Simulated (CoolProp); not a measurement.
Vapour-liquid equilibrium of n-hexane (1) + dimethyl carbonate (2) at 178.85 °C; x and y are mole fractions of (1).

Model: multi-fluid Helmholtz-energy mixture model, Thol 2019 and Zhou 2011; pair parameters Bell 2016, in CoolProp.

```tsv
x	bubble pressure (MPa)	y at the bubble point	dew pressure at overall composition x (MPa)	liquid density (mol/L)
0.05	1.017	0.129	0.9498	8.949
0.15	1.169	0.289	1.035	8.381
0.25	1.269	0.389	1.130	7.864
0.35	1.336	0.463	1.231	7.399
0.45	1.382	0.527	1.326	6.982
0.55	1.409	0.589	1.394	6.615
0.65	1.421	0.654	1.421	6.297
0.75	1.413	0.728	1.407	6.026
0.85	1.382	0.817	1.366	5.799
0.95	1.321	0.930	1.308	5.611
```

y crosses x between x = 0.65 and 0.75: the model has an azeotrope there.

Pair parameters are fitted to limited data, so mixtures are less certain than the pure fluids.
